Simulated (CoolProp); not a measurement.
Saturation properties of vinyl chloride (Tc = 151.9 °C, pc = 56.00 bar, ω = 0.160).

Values from CoolProp's reference Helmholtz-energy equation of state, Thol 2022.

| T (°C) | p (bar) | liquid density (kg/m³) | vapour density (kg/m³) | liquid cp (kJ/(kg K)) |
|---|---|---|---|---|
| 15.55 | 2.948 | 917.0 | 8.185 | 1.515 |
| 20.25 | 3.419 | 908.2 | 9.407 | 1.523 |
| 24.85 | 3.932 | 899.6 | 10.73 | 1.532 |
| 29.55 | 4.514 | 890.6 | 12.23 | 1.542 |
| 34.25 | 5.159 | 881.5 | 13.89 | 1.552 |
| 38.85 | 5.853 | 872.5 | 15.67 | 1.564 |
| 43.55 | 6.632 | 863.2 | 17.67 | 1.577 |
| 48.25 | 7.486 | 853.7 | 19.87 | 1.591 |
| 52.95 | 8.418 | 844.0 | 22.28 | 1.606 |
| 57.55 | 9.410 | 834.4 | 24.86 | 1.623 |
| 62.25 | 10.51 | 824.3 | 27.74 | 1.641 |
| 66.95 | 11.70 | 814.0 | 30.90 | 1.662 |
| 71.55 | 12.96 | 803.7 | 34.27 | 1.685 |
| 76.25 | 14.35 | 792.8 | 38.05 | 1.711 |

It boils at -13.9 °C under 1 atm.
